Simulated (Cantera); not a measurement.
What does this Cantera script print?

```python
import numpy as np
import cantera as ct

gas_names = """
    CL CL2 H HCL H2 Si SiCL SiCL2 SiCL3 SiCL4 SiH SiHCL3 SiH2 SiH2CL2 SiH3 SiH3CL SiH4 Si2 Si3
""".split()
cond_names = """
    Si(cr) Si(L)
""".split()


def load(file, names, dense=False):
    # The tables refer to 1 bar. Condensed volumes are neglected.
    table = {s.name: s for s in ct.Species.list_from_file(file)}
    out = []
    for n in names:
        d = dict(table[n].input_data)
        d["thermo"] = dict(d["thermo"], **{"reference-pressure": 1e5})
        if dense:
            d["equation-of-state"] = {"model": "constant-volume", "density": "1e6 g/cm^3"}
        out.append(ct.Species.from_dict(d))
    return out


gas = ct.Solution(thermo="ideal-gas", species=load("nasa_gas.yaml", gas_names))
cond = {s.name: ct.Solution(thermo="fixed-stoichiometry", species=[s], name=s.name)
        for s in load("nasa_condensed.yaml", cond_names, dense=True)}
atoms = {
    'Si2Cl6': {'Si': 2, 'CL': 6},
    'HCl': {'H': 1, 'CL': 1},
    'H2': {'H': 2},
}
top_T = {}  # K; cautious upper limits of use, not melting points


def equilibrate(T, P, feed):
    n = {}
    for name, mol in feed.items():
        for a, k in atoms[name].items():
            n[a] = n.get(a, 0.0) + k * mol
    gas.TPX = T, P, n
    mass = sum(n.values()) * gas.mean_molecular_weight
    gas.equilibrate("TP")
    valid = [c for c in cond.values() if c.min_temp <= T <= top_T.get(c.name, c.max_temp)]
    mix = ct.Mixture([(gas, mass / gas.mean_molecular_weight)] + [(c, 0.0) for c in valid])
    mix.T, mix.P = T, P
    mix.equilibrate("TP", solver="vcs", rtol=1e-11, max_steps=5000)
    return mix


results = []
feed = {'Si2Cl6': 1, 'HCl': 0.73, 'H2': 51}  # mol
P = 101325  # Pa
for T in [1200, 1250, 1300, 1350, 1400, 1450, 1500]:
    mix = equilibrate(T, P, feed)
    results.append((T, P, feed, dict(zip(mix.species_names, mix.species_moles))))

top = {s: max(r[3][s] / sum(r[3][g] for g in gas_names) for r in results) for s in gas_names}
cols = sorted((s for s in top if top[s] > 0.001), key=lambda s: -top[s])[:8]
seen = [c for c in cond_names if any(r[3].get(c, 0) > 1e-12 for r in results)]
print("log10 of partial pressures in bar; condensed amounts in mol")
print(f"{'T/K':>10s}" + "".join(f"{s[:9]:>10s}" for s in cols + seen))
for T, P, feed, n in results:
    ng = sum(n[g] for g in gas_names)
    print(f"{T:10.4g}" + "".join(f"{np.log10(max(n[s] / ng * P / 1e5, 1e-99)):10.3f}" for s in cols)
          + "".join(f"{n.get(c, 0):10.4g}" for c in seen))
```

Output:

```
log10 of partial pressures in bar; condensed amounts in mol
       T/K        H2       HCL     SiCL2     SiCL4    SiHCL3     SiCL3   SiH2CL2    Si(cr)
      1200    -0.020    -1.538    -2.683    -1.887    -1.935    -2.756    -2.865    0.4305
      1250    -0.023    -1.436    -2.448    -1.960    -1.996    -2.632    -2.898    0.5078
      1300    -0.026    -1.350    -2.248    -2.059    -2.076    -2.540    -2.944    0.5781
      1350    -0.029    -1.281    -2.083    -2.189    -2.179    -2.485    -3.006    0.6353
      1400    -0.032    -1.227    -1.952    -2.353    -2.308    -2.466    -3.086     0.676
      1450    -0.034    -1.188    -1.853    -2.551    -2.461    -2.484    -3.182    0.7005
      1500    -0.036    -1.163    -1.782    -2.777    -2.635    -2.531    -3.292    0.7118
```

Equilibrium computed with Cantera from the NASA thermochemical tables; the gas is ideal and each condensed phase is pure. The feed counts by its element totals alone. The tables' values for SiCl3 are old estimates; treat these amounts as uncertain.
